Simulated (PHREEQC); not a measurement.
## Copper plating or etch bath

Solution (25 °C): 0.014 mol/kgw Cu(NO3)2, 0.00035 mol/kgw H2SO4 and 0.046 mol/kgw Na2SO4. Closed to the air; pH follows from the charge balance.

Computed with PHREEQC (ion-association model, phreeqc.dat).

Precipitation was switched off in this run.

Question: What pH, density, ionic strength does the model give?

Answer: pH 3.58; density 1.005 g/cm³; ionic strength 0.145 mol/kgw.

Question: In which forms is Na present?

Answer: Na+ 95 %, NaSO4- 5.4 % of the Na.

Complexes and solids missing from the database can't appear.
